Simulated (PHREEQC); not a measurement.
## Buffer (model solution)

Consider water at 25 °C with 0.17 mmol/kgw NaH2PO4, 0.67 mmol/kgw KOH and 0.00054 mmol/kgw NaCl. Closed to the air; pH follows from the charge balance.

Model: ion-association model, wateq4f.dat, run in PHREEQC.

The pH is 10.68 and the ionic strength comes out as 0.00102 mol/kgw. The total alkalinity is 0.670 meq/kg.

| species | molality | activity | log γ |
|---|---|---|---|
| K+ | 0.000670 | 0.000646 | -0.016 |
| OH- | 0.000496 | 0.000478 | -0.016 |
| Na+ | 0.000170 | 0.000164 | -0.016 |
| HPO4-2 | 0.000166 | 0.000143 | -0.062 |
| PO4-3 | 4.26e-6 | 3.09e-6 | -0.139 |
| Cl- | 5.40e-7 | 5.21e-7 | -0.016 |
| KHPO4- | 1.87e-7 | 1.81e-7 | -0.015 |
| H2PO4- | 5.01e-8 | 4.84e-8 | -0.015 |
| NaHPO4- | 4.77e-8 | 4.60e-8 | -0.015 |

No solid was allowed to form. H3PO4, which wateq4f.dat lacks, is added to it with the constant of phreeqc.dat.
